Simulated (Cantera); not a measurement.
Input: 1 mol SiC, 0.33 mol O2, 130 mol N2, 0.22 mol N2O, held at 10.0 mbar.

Equilibrium computed with Cantera from the NASA thermochemical tables; the gas is ideal and each condensed phase is pure. Candidate condensed phases: C, Si, SiC, SiO2, Si2N2O, Si3N4; 34 gas species. Mutual solubility and eutectic melting of coexisting phases are not modelled. The tables' values for SiN are old estimates; treat these amounts as uncertain. Rates play no part.

x: gas mole fraction; n: condensed amount in mol.

| T (K) | x N2 | x CO | x Si | x SiO | n C(graphite) | n Si2N2O(s) | n SiC(s) |
|---|---|---|---|---|---|---|---|
| 1198 | 0.997 | 0.00292 | <1e-12 | [?] | 0.620 | 0.500 | 0 |
| 1298 | 0.997 | 0.00292 | <1e-12 | [?] | 0.620 | 0.500 | 0 |
| 1398 | 0.997 | 0.00292 | 1.63e-10 | [?] | 0.620 | 0.500 | 0 |
| 1498 | 0.995 | 0.00449 | 1.32e-8 | [?] | 0 | 0.291 | 0.415 |
| 1598 | 0.995 | 0.00436 | 5.50e-7 | [?] | 0 | 0.259 | 0.431 |
| 1698 | 0.993 | 0.00336 | 1.51e-5 | 0.00335 | 0 | 0 | 0.559 |
| 1798 | 0.993 | 0.00341 | 9.75e-5 | 0.00330 | 0 | 0 | 0.553 |
| 1898 | 0.993 | 0.00362 | 0.000490 | 0.00309 | 0 | 0 | 0.524 |
| 1998 | 0.991 | 0.00432 | 0.00178 | [?] | 0 | 0 | 0.425 |
| 2098 | 0.989 | 0.00559 | 0.00416 | [?] | 0 | 0 | 0.237 |

Q: Some entries are withheld; supply them.

A: 
- 1198, x SiO: 3.97e-9
- 1298, x SiO: 1.01e-7
- 1398, x SiO: 1.59e-6
- 1498, x SiO: 2.87e-5
- 1598, x SiO: 0.000398
- 1998, x SiO: 0.00238
- 2098, x SiO: 0.00109
